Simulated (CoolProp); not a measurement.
Vapour-liquid equilibrium of acetone (1) + dimethyl carbonate (2) at 378.1 K; x and y are mole fractions of (1).

Computed with CoolProp (multi-fluid Helmholtz-energy mixture model, Lemmon 2006 and Zhou 2011; pair parameters Bell 2016).

```tsv
x	bubble pressure, mixture model (bar)	bubble pressure, Raoult's law (bar)	y, mixture model	y, Raoult's law
0.05	1.740	1.722	0.127	0.123
0.15	?	1.985	0.318	0.319
0.25	2.280	2.248	0.458	0.469
0.35	?	2.511	?	0.588
0.45	?	2.774	0.662	0.685
0.55	3.030	3.037	?	0.764
0.65	3.284	3.300	0.812	0.831
0.75	?	3.563	0.874	0.888
0.85	?	3.826	0.929	0.938
0.95	?	4.089	0.978	0.981
```

Task: Complete the blanks.

Result: 
- 0.15, bubble pressure, mixture model (bar): 2.019
- 0.35, bubble pressure, mixture model (bar): 2.532
- 0.35, y, mixture model: 0.569
- 0.45, bubble pressure, mixture model (bar): 2.780
- 0.55, y, mixture model: 0.742
- 0.75, bubble pressure, mixture model (bar): 3.543
- 0.85, bubble pressure, mixture model (bar): 3.810
- 0.95, bubble pressure, mixture model (bar): 4.082

The largest gap from Raoult's law is +1.7 % in bubble pressure, at x = 0.15. No azeotrope shows between x = 0.05 and 0.95.

The pair parameters rest on a limited set of measurements; away from them the model extrapolates. The gap from Raoult's law changes sign with composition, which may be real or a fault of the pair parameters; it wasn't checked against measurements.
